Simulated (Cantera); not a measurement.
**Ignition delay**

Mixture: 11.8 % H2, 11.2 % O2, 77.0 % N2, at 9.87 atm, adiabatic and at constant pressure. Ignition delay is the time to a rise of 400 K.

Cantera simulation using the H2/O2 subset of GRI-Mech 3.0, which has no nitrogen chemistry; the numbers are that mechanism's predictions, not measurements. The hydrogen kinetics of GRI-Mech 3.0 are dated; newer H2 mechanisms differ, most at raised pressure. Below about 950 K walls govern HO2 and H2O2 in real vessels.

```json
[
 {"T0 (K)": "898", "delay (ms)": "233"},
 {"T0 (K)": "998", "delay (ms)": "17.3"},
 {"T0 (K)": "1098", "delay (ms)": "1.64"},
 {"T0 (K)": "1198", "delay (ms)": "0.0981"},
 {"T0 (K)": "1298", "delay (ms)": "0.00850"},
 {"T0 (K)": "1398", "delay (ms)": "0.00418"},
 {"T0 (K)": "1498", "delay (ms)": "0.00278"},
 {"T0 (K)": "1598", "delay (ms)": "0.00214"}
]
```

```yaml
apparent activation energy between 1398 and 1598 K: 62 kJ/mol
```
